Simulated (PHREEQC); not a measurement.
**Geothermal or formation water: speciation**

Synthetic water in mg/kgw, 75 °C, pH 6.42:

```json
[
 {"constituent": "Na", "mg/kgw": "5480"},
 {"constituent": "K", "mg/kgw": "223"},
 {"constituent": "Ca", "mg/kgw": "28.8"},
 {"constituent": "Mg", "mg/kgw": "180"},
 {"constituent": "Cl", "mg/kgw": "7370"},
 {"constituent": "S(6) as SO4", "mg/kgw": "2620"},
 {"constituent": "Alkalinity as HCO3", "mg/kgw": "0.131"},
 {"constituent": "Si as SiO2", "mg/kgw": "27.1"},
 {"constituent": "Br", "mg/kgw": "15.3"}
]
```

Valence states are taken as typed.

The numbers come from PHREEQC with the Pitzer model, pitzer.dat.

Each row changes one thing in this solution. No solid was allowed to form.

```tsv
case	ionic strength (mol/kgw)	HCO3- (mol/kgw)	H3SiO4- (mol/kgw)	HSO4- (mol/kgw)	CO2 (mol/kgw)	MgOH+ (mol/kgw)	SI of Halite (NaCl)
as made	0.297	1.46e-6	1.11e-6	1.03e-6	7.37e-7	3.13e-7	-3.25
S(6) from 2620 to 1310 mg/kgw	0.270	9.40e-7	1.10e-6	5.29e-7	4.84e-7	3.30e-7	-3.24
pH from 6.42 to 5.92 at the same alkalinity	0.297	6.41e-6	3.51e-7	3.27e-6	1.02e-5	9.89e-8	-3.25
```

Species that the database lacks are ignored. Constants without temperature data keep their 25 °C values here.
